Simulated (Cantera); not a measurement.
Charge: 1 mol Fe2O3, 2.5 mol CO, 6.6 mol H2, held at 75.0 Torr.

Cantera equilibrium calculation (NASA polynomials, part measured and part estimated; ideal gas, pure solids and liquids). Candidate condensed phases: C, C6H6, C7H8, C8H18, Fe, Fe(CO)5, FeO, Fe(OH)2, Fe(OH)3, Fe2O3, Fe3O4, H2O; 114 gas species. Each liquid is taken as pure. Mutual solubility and eutectic melting of coexisting phases are not modelled. The tables' stoichiometric FeO is somewhat more stable than real wüstite, so its field is too wide. FeO: taken at fixed stoichiometry. Equilibrium is a limit: real reactors are often held back by kinetics, nucleation or transport.

### Question
At 2048 K, list the 7 most abundant gas species with their mole fractions, and the condensed phases.

### Answer
H2 0.486, CO 0.248, H2O 0.230, CO2 0.0246, Fe 0.00617, H 0.00494, OH 0.000254. Condensed: Fe(l) + FeO(l).
